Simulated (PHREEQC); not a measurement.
0.042 g of hydrous ferric oxide (600 m²/g; 0.2 weak and 0.005 strong sites per Fe, Dzombak-Morel constants, diffuse double layer) in 1 kg of water with 0.005 mol/kgw of an inert sodium salt, at 25 °C; the pH is set by adding NaOH or the inert anion's acid. O2 is buffered at 0.21 atm. The system is closed to CO2. Precipitation was switched off in this run.

All values are PHREEQC results (ion-association model, wateq4f.dat), not measurements.

| pH | surface charge σ (C/m²) | surface potential ψ (mV) |
|---|---|---|
| 3 | 0.302 | 215 |
| 3.5 | 0.242 | 207 |
| 4 | 0.182 | 194 |
| 4.5 | 0.131 | 177 |
| 5 | 0.090 | 158 |
| 5.5 | 0.059 | 137 |
| 6 | 0.038 | 114 |
| 6.5 | 0.023 | 89 |
| 7 | 0.013 | 62 |
| 7.5 | 0.006 | 34 |
| 8 | 0.001 | 6 |
| 8.5 | -0.004 | -22 |
| 9 | -0.009 | -50 |
| 9.5 | -0.018 | -77 |
| 10 | -0.030 | -103 |
| 10.5 | -0.050 | -127 |
| 11 | -0.081 | -148 |

The oxide is taken as insoluble; below pH 4 it would dissolve.
